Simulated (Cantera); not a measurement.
## Si + F₂ (silicon etching in halogen gases)

Feed: 1 mol Si, 9.5 mol F₂, equilibrated at 600 °C and 0.100 bar.

Method: chemical equilibrium by Gibbs-energy minimisation in Cantera with the NASA 1993 tables (ideal gas, pure condensed phases). Candidate condensed phases: Si; 9 gas species. Rates play no part.

| Property | Value |
|---|---|
| x(F₂) | 0.820 |
| x(SiF₄) | 0.114 |
| x(F) | 0.0667 |
| gas amount | 8.793 mol |
| log10 activity of Si(s) (absent) | -88.91 |
